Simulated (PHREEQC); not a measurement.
Model water analysis in mmol/kgw, 40 °C, pH 7.68: Na 264; K 4.07; Ca 2.24; Mg 0.314; Cl 268; S(6) 6.37; Alkalinity (meq/kgw) 0.157; Fe(2) 2.62; Sr 0.111; Br 7.13.

Cl is adjusted to close the charge balance.
Valence states are taken as typed.

The numbers come from PHREEQC with the ion-association model, phreeqc.dat.

The ionic strength comes out as 0.285 mol/kgw. What activity coefficients do Mg+2, Cl-, FeOH+, Sr+2, KSO4- get?

Mg+2 0.31, Cl- 0.68, FeOH+ 0.71, Sr+2 0.28, KSO4- 0.72.

This is a speciation only: nothing precipitates in the calculation. Saturation is exceeded, for instance for Siderite; the values hold only as long as no solid forms. Constants without temperature data keep their 25 °C values here.
